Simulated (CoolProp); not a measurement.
Vapour-liquid equilibrium of acetone (1) + methanol (2) at 309.6 K; x and y are mole fractions of (1).

Values from CoolProp's multi-fluid Helmholtz-energy mixture model, Lemmon 2006 and de Reuck 1993; pair parameters Bell 2016.

Q: Give the bubble pressure and the first vapour's composition at x = 0.2, 0.35, 0.65. Is there an azeotrope?

A: x = 0.2: 0.03966 MPa, y = 0.369; x = 0.35: 0.04372 MPa, y = 0.504; x = 0.65: 0.04835 MPa, y = 0.708. y crosses x between x = 0.8 and 0.95: the model has an azeotrope there.

The pair parameters rest on a limited set of measurements; away from them the model extrapolates.
